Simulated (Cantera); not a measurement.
Ignition delay

Mixture: H2 : O2 : N2 = 1 : 0.357 : 1.34 (molar parts), equivalence ratio 1.4, at 0.440 bar, adiabatic and at constant pressure. Ignition delay is the time to a rise of 400 K.

Detailed kinetics in Cantera: GRI-Mech 3.0 (53 species, 325 reactions). Where the delays flatten at high temperature, the 400 K rule measures the pace of heat release, not the induction time.

```csv
T0 (K),delay (ms)
1300,0.0786
1375,0.0656
1450,0.0587
1525,0.0557
1600,0.0554
```
